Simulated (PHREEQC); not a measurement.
0.2 mol of Zn3(PO4)2:4w (Zn3(PO4)2:4H2O) is brought to equilibrium with 1 kg of water holding 0.092 mol HCl, with rising amounts of NaH2PO4, at 25 °C. Oxygen alone is held at its pressure in air (log pO2 = -0.68). No CO2 enters from the air. Names ending in (a), (am) or -a are amorphous solids. The run lets Zn3(PO4)2:4w, Zn(OH)2-a, Zn5(OH)8Cl2, Halite precipitate or redissolve, and no other solid.

All values are PHREEQC results (ion-association model, wateq4f.dat), not measurements.

```json
[
 {"NaH2PO4 added (mol)": "0", "pH": "3.77", "dissolved Zn (mol/kgw)": "0.0682"},
 {"NaH2PO4 added (mol)": "0.0417", "pH": "3.65", "dissolved Zn (mol/kgw)": "0.0673"},
 {"NaH2PO4 added (mol)": "0.0833", "pH": "3.59", "dissolved Zn (mol/kgw)": "0.0663"},
 {"NaH2PO4 added (mol)": "0.125", "pH": "…", "dissolved Zn (mol/kgw)": "0.0653"},
 {"NaH2PO4 added (mol)": "0.167", "pH": "3.52", "dissolved Zn (mol/kgw)": "0.0643"},
 {"NaH2PO4 added (mol)": "0.208", "pH": "…", "dissolved Zn (mol/kgw)": "0.0633"},
 {"NaH2PO4 added (mol)": "0.25", "pH": "…", "dissolved Zn (mol/kgw)": "0.0622"},
 {"NaH2PO4 added (mol)": "0.292", "pH": "…", "dissolved Zn (mol/kgw)": "0.0612"},
 {"NaH2PO4 added (mol)": "0.333", "pH": "3.46", "dissolved Zn (mol/kgw)": "0.0603"},
 {"NaH2PO4 added (mol)": "0.375", "pH": "3.45", "dissolved Zn (mol/kgw)": "0.0593"},
 {"NaH2PO4 added (mol)": "0.417", "pH": "3.45", "dissolved Zn (mol/kgw)": "0.0583"},
 {"NaH2PO4 added (mol)": "0.458", "pH": "…", "dissolved Zn (mol/kgw)": "0.0574"},
 {"NaH2PO4 added (mol)": "0.5", "pH": "3.43", "dissolved Zn (mol/kgw)": "0.0565"}
]
```

What belongs in the gaps?


- 0.125, pH: 3.55
- 0.208, pH: 3.50
- 0.25, pH: 3.49
- 0.292, pH: 3.47
- 0.458, pH: 3.44

H3PO4, which wateq4f.dat lacks, is added to it with the constant of phreeqc.dat. The database has no phosphate complexes of Zn.
